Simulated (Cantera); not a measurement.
# Boron, boron nitride and boron oxide: B2O3 + O2

Input: 1 mol B2O3, 0.73 mol O2, equilibrated at 170 Pa.

Cantera equilibrium calculation (NASA polynomials, part measured and part estimated; ideal gas, pure solids and liquids). Candidate condensed phases: B, B2O3; 10 gas species. The numbers say what is thermodynamically allowed, not how fast it happens.

| T (K) | x O2 | x B2O3 | x BO2 | x O | x BO | n B2O3(l) |
|---|---|---|---|---|---|---|
| 900 | 1.00 | 9.42e-12 | 2.55e-11 | 1.31e-10 | <1e-12 | 1.00 |
| 950 | 1.00 | 1.58e-10 | 2.70e-10 | 7.71e-10 | <1e-12 | 1.00 |
| 1000 | 1.00 | 1.97e-9 | 2.25e-9 | 3.81e-9 | <1e-12 | 1.00 |
| 1050 | 1.00 | 1.92e-8 | 1.52e-8 | 1.62e-8 | <1e-12 | 1.00 |
| 1100 | 1.00 | 1.50e-7 | 8.62e-8 | 6.05e-8 | <1e-12 | 1.00 |
| 1150 | 1.000 | 9.79e-7 | 4.18e-7 | 2.02e-7 | <1e-12 | 1.000 |
| 1200 | 1.000 | 5.41e-6 | 1.78e-6 | 6.08e-7 | <1e-12 | 1.000 |
| 1250 | 1.000 | 2.59e-5 | 6.69e-6 | 1.68e-6 | 1.43e-12 | 1.000 |
| 1300 | 1.000 | 0.000110 | 2.27e-5 | 4.29e-6 | 1.36e-11 | 1.000 |
| 1350 | 1.000 | 0.000414 | 7.02e-5 | 1.02e-5 | 1.09e-10 | 1.000 |
| 1400 | 0.998 | 0.00141 | 0.000200 | 2.29e-5 | 7.55e-10 | 0.999 |
| 1450 | 0.995 | 0.00442 | 0.000528 | 4.86e-5 | 4.55e-9 | 0.997 |
| 1500 | 0.986 | 0.0128 | 0.00130 | 9.76e-5 | 2.43e-8 | 0.990 |
x: gas mole fraction; n: condensed amount in mol.

From 900 K to 1500 K the condensed part is B2O3(l).
